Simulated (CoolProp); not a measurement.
Saturation properties of fluorine (Tc = 144.4 K, pc = 52.40 bar, ω = 0.045).

The numbers come from the reference Helmholtz-energy equation of state, de Reuck 1990 in CoolProp.

```json
[
 {"T (K)": "89.4", "p (bar)": "1.627", "liquid density (kg/m³)": "1471", "enthalpy of vaporisation (kJ/kg)": "170.1", "liquid cp (kJ/(kg K))": "1.527", "vapour Z": "0.9521"},
 {"T (K)": "93.8", "p (bar)": "2.500", "liquid density (kg/m³)": "1438", "enthalpy of vaporisation (kJ/kg)": "165.5", "liquid cp (kJ/(kg K))": "1.548", "vapour Z": "0.9361"},
 {"T (K)": "98.1", "p (bar)": "3.655", "liquid density (kg/m³)": "?", "enthalpy of vaporisation (kJ/kg)": "160.7", "liquid cp (kJ/(kg K))": "1.573", "vapour Z": "0.9179"},
 {"T (K)": "102.5", "p (bar)": "?", "liquid density (kg/m³)": "1370", "enthalpy of vaporisation (kJ/kg)": "155.2", "liquid cp (kJ/(kg K))": "1.604", "vapour Z": "0.8963"},
 {"T (K)": "106.8", "p (bar)": "7.143", "liquid density (kg/m³)": "1333", "enthalpy of vaporisation (kJ/kg)": "149.5", "liquid cp (kJ/(kg K))": "1.643", "vapour Z": "?"},
 {"T (K)": "111.2", "p (bar)": "9.620", "liquid density (kg/m³)": "1294", "enthalpy of vaporisation (kJ/kg)": "143.0", "liquid cp (kJ/(kg K))": "1.694", "vapour Z": "0.8444"},
 {"T (K)": "115.5", "p (bar)": "12.59", "liquid density (kg/m³)": "1254", "enthalpy of vaporisation (kJ/kg)": "136.0", "liquid cp (kJ/(kg K))": "1.760", "vapour Z": "0.8133"},
 {"T (K)": "119.9", "p (bar)": "16.25", "liquid density (kg/m³)": "1208", "enthalpy of vaporisation (kJ/kg)": "127.9", "liquid cp (kJ/(kg K))": "1.855", "vapour Z": "0.7772"},
 {"T (K)": "124.2", "p (bar)": "20.51", "liquid density (kg/m³)": "1160", "enthalpy of vaporisation (kJ/kg)": "118.9", "liquid cp (kJ/(kg K))": "1.989", "vapour Z": "?"},
 {"T (K)": "128.6", "p (bar)": "25.66", "liquid density (kg/m³)": "1104", "enthalpy of vaporisation (kJ/kg)": "108.2", "liquid cp (kJ/(kg K))": "2.207", "vapour Z": "0.6889"},
 {"T (K)": "132.9", "p (bar)": "31.53", "liquid density (kg/m³)": "1040", "enthalpy of vaporisation (kJ/kg)": "95.50", "liquid cp (kJ/(kg K))": "2.584", "vapour Z": "0.6337"}
]
```

**Question.** What belongs in the gaps?

**Answer.** 
- 98.1, liquid density (kg/m³): 1405
- 102.5, p (bar): 5.206
- 106.8, vapour Z: 0.8723
- 124.2, vapour Z: 0.7368

It boils at 85.0 K under 1 atm.
